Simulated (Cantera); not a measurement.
A Cantera script and its output.

```python
import numpy as np
import cantera as ct

gas = ct.Solution("gri30.yaml")
gas.TPX = 1300, 3500, {'N2O': 1}
reactor = ct.IdealGasConstPressureReactor(gas, energy="off", clone=False)
net = ct.ReactorNet([reactor])
net.rtol, net.atol = 1e-08, 1e-18
show = ['N2O', 'NO2', 'O2', 'N2', 'NO', 'O']
times = np.geomspace(5e-05, 6, 12)

steps = ct.SolutionArray(gas, extra=["t"])
rows = []
print(f"{'t/s':>10s}{'T/K':>9s}{'P/Pa':>11s}" + "".join(f"{s:>11s}" for s in show))
for t in times:
    while net.time < t:
        t_next = net.step()
        steps.append(gas.state, t=t_next)
    rows.append([np.interp(t, steps.t, y) for y in (steps.T, steps.P, *steps(*show).X.T)])
    print(f"{t:10.3e}{rows[-1][0]:9.1f}{rows[-1][1]:11.4g}" + "".join(f"{x:11.3e}" for x in rows[-1][2:]))
rate = np.gradient(steps.T, steps.t)
print("integrator steps:", len(steps.t))
if steps.T.max() > steps.T[0] + 200:
    print(f"time of steepest temperature rise: {steps.t[rate.argmax()]:.4e} s")
gas.TPX = 1300, 3500, {'N2O': 1}
gas.equilibrate("TP")
print(f"equilibrium (TP): T = {gas.T:.1f} K  " + "  ".join(f"{s} {gas[s].X[0]:.3e}" for s in show))
```

Output:

```
       t/s      T/K       P/Pa        N2O        NO2         O2         N2         NO          O
 5.000e-05   1300.0       3500  1.000e+00  2.523e-15  4.691e-07  3.564e-06  1.637e-07  2.544e-06
 1.448e-04   1300.0       3500  1.000e+00  1.129e-13  3.141e-06  1.210e-05  1.096e-06  5.273e-06
 4.192e-04   1300.0       3500  9.999e-01  2.855e-12  1.581e-05  4.176e-05  5.518e-06  7.378e-06
 1.214e-03   1300.0       3500  9.998e-01  3.761e-11  5.747e-05  1.326e-04  2.006e-05  7.633e-06
 3.515e-03   1300.0       3500  9.994e-01  3.614e-10  1.787e-04  3.962e-04  6.236e-05  7.633e-06
 1.018e-02   1300.0       3500  9.981e-01  3.098e-09  5.293e-04  1.159e-03  1.847e-04  7.633e-06
 2.947e-02   1300.0       3500  9.946e-01  2.466e-08  1.541e-03  3.359e-03  5.378e-04  7.633e-06
 8.534e-02   1300.0       3500  9.843e-01  1.733e-07  4.444e-03  9.672e-03  1.551e-03  7.632e-06
 2.471e-01   1300.0       3500  9.555e-01  9.413e-07  1.263e-02  2.747e-02  4.406e-03  7.630e-06
 7.156e-01   1300.0       3500  8.781e-01  3.586e-06  3.461e-02  7.526e-02  1.207e-02  7.622e-06
 2.072e+00   1300.0       3500  6.954e-01  1.067e-05  8.646e-02  1.880e-01  3.013e-02  7.598e-06
 6.000e+00   1300.0       3500  3.783e-01  2.551e-05  1.765e-01  3.838e-01  6.135e-02  7.500e-06
integrator steps: 568
equilibrium (TP): T = 1300.0 K  N2O 5.258e-09  NO2 1.174e-06  O2 3.331e-01  N2 6.664e-01  NO 4.609e-04  O 5.493e-07
```

Cantera simulation using GRI-Mech 3.0 (53 species, 325 reactions); the numbers are that mechanism's predictions, not measurements. GRI-Mech 3.0 was tuned for natural gas; its chemistry of N2O as a main component is partial and can be far from experiment. Radical loss at walls, strong at low pressure, is not modelled. The mechanism lacks the step 2 NO + O2 → 2 NO2, which can matter for NO2 below about 1400 K. The temperature is held fixed by assumption; the heat of reaction is taken as removed at once.
